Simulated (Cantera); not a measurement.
Moist CO burnout

An isothermal, constant-pressure homogeneous reactor starts with 0.381 % CO, 6.22 % O2, 0.520 % H2O, 92.9 % N2, equivalence ratio 0.031, at 1125 K and 2.37 atm.

Cantera simulation using GRI-Mech 3.0 (53 species, 325 reactions); the numbers are that mechanism's predictions, not measurements.

```csv
t (s),x CO,x O2,x H2O,x NO,x HO2,x OH,x O
0.000100,0.00381,0.0622,0.00520,<1e-12,3.30e-11,6.64e-11,7.58e-10
0.000259,0.00381,0.0622,0.00520,<1e-12,3.56e-10,2.83e-10,2.01e-9
0.000669,0.00381,0.0622,0.00520,<1e-12,3.52e-9,1.14e-9,6.23e-9
0.00173,0.00381,0.0622,0.00520,<1e-12,4.20e-8,7.28e-9,3.40e-8
0.00448,0.00380,0.0622,0.00520,<1e-12,1.68e-6,3.25e-7,1.16e-6
0.0116,0.00344,0.0620,0.00519,7.04e-11,5.17e-6,2.53e-6,6.25e-6
0.0300,0.00251,0.0616,0.00520,6.26e-10,4.41e-6,2.35e-6,4.81e-6
0.0776,0.00125,0.0610,0.00520,2.48e-9,2.95e-6,1.91e-6,2.58e-6
0.201,0.000340,0.0606,0.00521,5.01e-9,1.25e-6,1.29e-6,7.42e-7
0.520,4.52e-5,0.0605,0.00521,6.65e-9,2.46e-7,7.33e-7,9.63e-8
1.34,2.52e-6,0.0604,0.00521,1.03e-8,1.64e-8,3.96e-7,8.85e-9
3.48,5.05e-8,0.0604,0.00521,1.22e-8,1.06e-9,2.21e-7,1.99e-9
9.00,7.88e-11,0.0604,0.00521,1.25e-8,6.64e-10,1.76e-7,1.25e-9
```
x: mole fraction; the columns are a selection and need not sum to one.

Equilibrium at this temperature and pressure: CO 2.67e-11, O2 0.0604, H2O 0.00521, NO 6.22e-5, HO2 6.15e-10, OH 1.36e-7, O 7.37e-10 (gas phase only).
